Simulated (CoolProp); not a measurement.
Saturation properties of C3F8 (R218) (Tc = 345.0 K, pc = 26.40 bar, ω = 0.317).

Computed with CoolProp (reference Helmholtz-energy equation of state, Lemmon 2006). It is a short technical equation, of lower accuracy than the large ones.

| T (K) | p (bar) | enthalpy of vaporisation (kJ/kg) | liquid cp (kJ/(kg K)) | vapour Z | liquid viscosity (µPa s) |
|---|---|---|---|---|---|
| 195.1 | 0.09685 | 118.9 | 0.8922 | 0.9892 | 949 |
| 200.5 | 0.1407 | 117.2 | 0.9021 | 0.9861 | 845 |
| 205.9 | 0.1997 | 115.5 | 0.9123 | 0.9823 | 757 |
| 211.3 | 0.2774 | ? | 0.9227 | 0.9778 | 680 |
| 216.7 | ? | 112.0 | 0.9334 | 0.9726 | 614 |
| 222.1 | 0.5059 | 110.2 | 0.9444 | 0.9666 | 557 |
| 227.4 | 0.6629 | 108.3 | 0.9555 | 0.9600 | 507 |
| 232.8 | 0.8600 | ? | 0.9671 | 0.9523 | 463 |
| 238.2 | 1.100 | 104.5 | 0.9792 | 0.9437 | 423 |
| 243.6 | 1.390 | 102.4 | 0.9918 | 0.9341 | 387 |
| 249 | 1.735 | 100.3 | 1.005 | ? | 355 |
| 254.4 | 2.143 | 98.15 | 1.019 | 0.9117 | 326 |
| 259.7 | 2.611 | 95.92 | 1.033 | 0.8992 | 301 |
| 265.1 | 3.163 | 93.55 | 1.048 | 0.8851 | 277 |

What belongs in the gaps?


- 211.3, enthalpy of vaporisation (kJ/kg): 113.8
- 216.7, p (bar): 0.3780
- 232.8, enthalpy of vaporisation (kJ/kg): 106.4
- 249, vapour Z: 0.9235

It boils at 236.4 K under 1 atm.

Viscosity comes from a separate model (Huber 2003), an estimate that may be off by 10 % or more.
